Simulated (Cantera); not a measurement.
# Adiabatic ignition

An adiabatic, constant-pressure homogeneous reactor starts with H₂ : O₂ : N₂ = 1 : 1.04 : 3.92 (molar parts), equivalence ratio 0.48, at 1400 K and 750 Torr.

Detailed kinetics in Cantera: the H2/O2 subset of GRI-Mech 3.0, which has no nitrogen chemistry.

| t (s) | T (K) | x H₂ | x O₂ | x OH | x O | x H₂O₂ |
|---|---|---|---|---|---|---|
| 4.00e-6 | 1400 | 0.168 | 0.174 | 1.74e-7 | 2.29e-7 | 1.94e-9 |
| 9.30e-6 | 1400 | 0.168 | 0.174 | 1.04e-5 | 1.37e-5 | 2.55e-8 |
| 2.16e-5 | 1597 | 0.0275 | 0.101 | 0.0141 | 0.0287 | 2.56e-6 |
| 5.03e-5 | 2060 | 0.0145 | 0.0910 | 0.0217 | 0.0218 | 4.41e-7 |
| 0.000117 | 2312 | 0.00802 | 0.0919 | 0.0205 | 0.0111 | 2.43e-7 |
| 0.000272 | 2442 | 0.00372 | 0.0938 | 0.0157 | 0.00500 | 2.86e-7 |
| 0.000632 | 2467 | 0.00286 | 0.0944 | 0.0140 | 0.00382 | 3.45e-7 |
| 0.00147 | 2467 | 0.00284 | 0.0944 | 0.0140 | 0.00381 | 3.46e-7 |
| 0.00342 | 2467 | 0.00284 | 0.0944 | 0.0140 | 0.00381 | 3.46e-7 |
| 0.00795 | 2467 | 0.00284 | 0.0944 | 0.0140 | 0.00381 | 3.46e-7 |
| 0.0185 | 2467 | 0.00284 | 0.0944 | 0.0140 | 0.00381 | 3.46e-7 |
| 0.0430 | 2467 | 0.00284 | 0.0944 | 0.0140 | 0.00381 | 3.46e-7 |
| 0.100 | 2467 | 0.00284 | 0.0944 | 0.0140 | 0.00381 | 3.46e-7 |
x: mole fraction; the columns are a selection and need not sum to one.

* **time of steepest temperature rise**: 20.1 µs
* **temperature at 0.100 s**: 2467 K
* **equilibrium temperature**: 2467 K
* **x(H₂) at 0.100 s**: 0.00284 (gas-phase equilibrium 0.00284)
* **x(O₂) at 0.100 s**: 0.0944 (gas-phase equilibrium 0.0944)
* **x(OH) at 0.100 s**: 0.0140 (gas-phase equilibrium 0.0140)
